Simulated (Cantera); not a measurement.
A perfectly stirred reactor is fed with CH4 : CO : O2 : N2 : H2O = 1 : 0.22 : 4.49 : 16.9 : 1.3 (molar parts), equivalence ratio 0.47, at 1000000 Pa; it is adiabatic with a 700 K inlet, and is followed from long to short residence time, starting on the burning branch (τ in s: 0.025, 0.0099, 0.0039, 0.0015, 0.00061, 0.00024, 9.5e-05, 3.7e-05, 1.5e-05, 5.8e-06).

Cantera simulation using GRI-Mech 3.0 (53 species, 325 reactions); the numbers are that mechanism's predictions, not measurements.

Problem. What does this change do: CH4 1 to 0.67 parts?

Solution. 
| quantity | before | after |
|---|---|---|
| blow-out, bracketed by the residence times tried | burning at 0.610 ms, out at 0.240 ms | burning at 9.90 ms, out at 3.90 ms |
| x(CH4) at τ = 25.0 ms | 1.68e-5 | 0.000209 |
| x(CO) at τ = 25.0 ms | 0.000222 | 0.00208 |
| x(O2) at τ = 25.0 ms | 0.100 | 0.131 |
| x(CH3) at τ = 25.0 ms | 2.74e-6 | 7.12e-6 |
| x(CH2O) at τ = 25.0 ms | 1.63e-6 | 2.13e-5 |
| x(CH4) at τ = 0.240 ms | 0.0418 | 0.0284 |
| x(CO) at τ = 0.240 ms | 0.00920 | 0.00933 |
| x(O2) at τ = 0.240 ms | 0.188 | 0.190 |
| x(CH3) at τ = 0.240 ms | <1e-12 | <1e-12 |
| x(CH2O) at τ = 0.240 ms | <1e-12 | <1e-12 |

Problem. What does this change do: pressure from 1000000 Pa to 200000 Pa?

Solution. 
```csv
quantity,before,after
"blow-out, bracketed by the residence times tried","burning at 0.610 ms, out at 0.240 ms","burning at 0.240 ms, out at 95.0 µs"
x(CH4) at τ = 25.0 ms,1.68e-5,2.38e-5
x(CO) at τ = 25.0 ms,0.000222,0.000437
x(O2) at τ = 25.0 ms,0.100,0.100
x(CH3) at τ = 25.0 ms,2.74e-6,4.65e-6
x(CH2O) at τ = 25.0 ms,1.63e-6,2.28e-6
x(CH4) at τ = 0.240 ms,0.0418,0.000958
x(CO) at τ = 0.240 ms,0.00920,0.0138
x(O2) at τ = 0.240 ms,0.188,0.108
x(CH3) at τ = 0.240 ms,<1e-12,0.000101
x(CH2O) at τ = 0.240 ms,<1e-12,9.31e-5
```
